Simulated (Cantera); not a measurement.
A perfectly stirred reactor is fed with H2 : O2 = 0.0066 : 1 (molar parts), equivalence ratio 0.0033, at 10.00 Torr; it is held at 1450 K, and followed from long to short residence time.

Computed with Cantera and the H2/O2 subset of GRI-Mech 3.0, which has no nitrogen chemistry. Radical loss at walls, strong at low pressure, is not modelled.

Predict: x(H2) at τ = 0.810 s; x(O2) at τ = 0.810 s; x(OH) at τ = 0.810 s; x(HO2) at τ = 0.810 s; x(H2O) at τ = 0.810 s; x(H2) at τ = 20.0 ms; x(O2) at τ = 20.0 ms; x(OH) at τ = 20.0 ms; x(HO2) at τ = 20.0 ms; x(H2O) at τ = 20.0 ms.


```
Item                     Result
---------------------  --------
x(H2) at τ = 0.810 s    1.91e-5
x(O2) at τ = 0.810 s      0.990
x(OH) at τ = 0.810 s   0.000752
x(HO2) at τ = 0.810 s   1.66e-7
x(H2O) at τ = 0.810 s   0.00615
x(H2) at τ = 20.0 ms   0.000247
x(O2) at τ = 20.0 ms      0.987
x(OH) at τ = 20.0 ms    0.00116
x(HO2) at τ = 20.0 ms   2.58e-7
x(H2O) at τ = 20.0 ms   0.00567
```
